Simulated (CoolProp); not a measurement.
Model: reference Helmholtz-energy equation of state, de Reuck 1993, in CoolProp.

Q: Give the vapour pressure (MPa), vapour density (kg/m³) of saturated methanol at 74.35, 118.75, 133.55 °C.

A: 
```tsv
T (°C)	p (MPa)	vapour density (kg/m³)
74.35	0.148	1.75
118.75	0.619	6.99
133.55	0.924	10.5
```
